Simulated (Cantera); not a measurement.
Input (Python, Cantera) and output of one run.

```python
import numpy as np
import cantera as ct

gas_names = [...]  # 109 gases of nasa_gas.yaml made of C, Cl, H, Si
cond_names = """
    C(gr) C6H6(L) C7H8(L) C8H18(L),n-octa Si(cr) Si(L) SiC(b)
""".split()


# ... load() reads the species with a 1 bar reference pressure and builds the phases ...
atoms = {
    'SiCl4': {'Si': 1, 'CL': 4},
    'C2H4': {'C': 2, 'H': 4},
    'H2': {'H': 2},
    'HCl': {'H': 1, 'CL': 1},
}
top_T = {'C(gr)': 4500, 'SiC(b)': 3050}  # K; cautious upper limits of use, not melting points


# ... equilibrate(T, P, feed) seeds the gas with the atoms and calls Mixture.equilibrate('TP', solver="vcs", rtol=1e-11, max_steps=5000) ...
results = []
feed = {'SiCl4': 1, 'C2H4': 0.4, 'H2': 19, 'HCl': 2}  # mol
T = 998.15  # K
P = 7000  # Pa
mix = equilibrate(T, P, feed)
results.append((T, P, feed, dict(zip(mix.species_names, mix.species_moles))))
print(gas.report(threshold=1e-06))
for i in range(1, mix.n_phases):
    print(f"{mix.phase(i).name:16s} {mix.phase_moles(i):12.5e} mol")
```

Result:

```
       temperature   998.15 K
          pressure   7000 Pa
           density   0.010324 kg/m^3
  mean mol. weight   12.24 kg/kmol
   phase of matter   gas

                          1 kg             1 kmol
                     ---------------   ---------------
          enthalpy       -1.0353e+06       -1.2673e+07  J
   internal energy       -1.7134e+06       -2.0972e+07  J
           entropy             17189         2.104e+05  J/K
    Gibbs function       -1.8192e+07       -2.2268e+08  J
 heat capacity c_p            2722.8             33329  J/K
 heat capacity c_v            2043.6             25014  J/K

                      mass frac. Y      mole frac. X     chem. pot. / RT
                     ---------------   ---------------   ---------------
               CH4         0.0063274         0.0048276           -42.185
               HCL           0.34779           0.11677           -40.203
                H2           0.13859           0.84146           -20.333
             SiCL2        8.5086e-05        1.0522e-05           -71.598
             SiCL3         0.0013475        0.00012269           -101.63
             SiCL4           0.48638          0.035044           -131.67
            SiHCL3          0.019397         0.0017529            -111.8
           SiH2CL2        7.7872e-05        9.4374e-06           -91.931
     [ +101 minor]        2.1255e-07        7.0855e-08

C(gr)             5.33682e-01 mol
Si(cr)            0.00000e+00 mol
SiC(b)            1.56018e-01 mol
```

These are equilibrium values from Cantera (NASA tables, ideal gas, pure condensed phases), not measurements of a reactor. The tables' values for SiCl3 are old estimates; treat these amounts as uncertain.
